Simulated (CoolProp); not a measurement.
Values from CoolProp's reference Helmholtz-energy equation of state, Guder 2009.

### Question
Give the vapour pressure (MPa), liquid cp (kJ/(kg K)), vapour Z, surface tension (mN/m) of saturated sulfur hexafluoride at 255.8, 292 K.

### Answer
```json
[
 {"T (K)": "255.8", "p (MPa)": "0.750", "liquid cp (kJ/(kg K))": "0.950", "vapour Z": "0.839", "surface tension (mN/m)": "6.81"},
 {"T (K)": "292", "p (MPa)": "2.04", "liquid cp (kJ/(kg K))": "1.22", "vapour Z": "0.664", "surface tension (mN/m)": "2.28"}
]
```

Surface tension comes from a separate correlation (Mulero 2012).
